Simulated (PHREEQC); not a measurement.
A solution holds 0.0037 mol TMAH and 0.0013 mol CO2 per kg of water, at 5 °C. Closed to the air; pH follows from the charge balance.

Equilibrium calculation in PHREEQC: ion-association model, phreeqc.dat.

### Question
The ionic strength comes out as 0.00494 mol/kgw. What activity coefficients do CO3-2, HCO3-, OH- get?

### Answer
CO3-2 0.75, HCO3- 0.93, OH- 0.93.

Precipitation was switched off in this run. (CH3)4N+ isn't in the database: it is added as a free cation with an ion size of 4 Å. Away from 25 °C the constants follow the database's enthalpies or fits; those with neither stay at their 25 °C values.
